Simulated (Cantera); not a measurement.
What does this Cantera script print?

```python
import numpy as np
import cantera as ct

gas_names = """
    H HO2 H2 H2O H2O2 O OH O2 O3 Si SiH SiH2 SiH3 SiH4 SiO SiO2 Si2 Si3
""".split()
cond_names = """
    H2O(s) H2O(L) Si(cr) Si(L) SiO2(Lqz) SiO2(hqz) SiO2(L)
""".split()


# ... load() reads the species with a 1 bar reference pressure and builds the phases ...
atoms = {
    'SiO2': {'Si': 1, 'O': 2},
    'H2': {'H': 2},
}
top_T = {}  # K; cautious upper limits of use, not melting points


# ... equilibrate(T, P, feed) seeds the gas with the atoms and calls Mixture.equilibrate('TP', solver="vcs", rtol=1e-11, max_steps=5000) ...
results = []
feed = {'SiO2': 1, 'H2': 71}  # mol
T = 1798  # K
P = 1333.22  # Pa
mix = equilibrate(T, P, feed)
results.append((T, P, feed, dict(zip(mix.species_names, mix.species_moles))))
x = sorted(zip(gas.X, gas.species_names), reverse=True)
print(f"T = {T:g} K  P = {P:g} Pa  gas = {mix.phase_moles(0):.4g} mol")
print("   x: " + "  ".join(f"{s} {v:.3e}" for v, s in x if v > 0.0001))
print("   condensed (mol): " + ("  ".join(f"{mix.phase(i).name} {mix.phase_moles(i):.4g}"
      for i in range(1, mix.n_phases) if mix.phase_moles(i) > 1e-12) or "none"))
```

Output:

```
T = 1798 K  P = 1333.22 Pa  gas = 72 mol
   x: H2 9.722e-01  SiO 1.240e-02  H2O 1.240e-02  H 3.007e-03
   condensed (mol): SiO2(L) 0.1069
```

Equilibrium computed with Cantera from the NASA thermochemical tables; the gas is ideal and each condensed phase is pure. The tables hold silica as quartz up to 1696 K and as liquid above; real silica turns to tridymite and cristobalite and melts near 1996 K.
